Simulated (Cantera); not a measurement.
Input: 1 mol C2H6, 46 mol H2, 1.1 mol O2, equilibrated at 873 K.

These are equilibrium values from Cantera (NASA tables, ideal gas, pure condensed phases), not measurements of a reactor. Candidate condensed phases: C, C6H6, C7H8, C8H18, H2O; 110 gas species. Kinetics and transport are ignored.

### Question
At 1.60 mbar, list the 5 most abundant gas species with their mole fractions, and the condensed phases.

### Answer
H2 0.957, CO 0.0388, H2O 0.00358, CO2 0.000387, CH4 4.64e-5. Condensed: gas only.
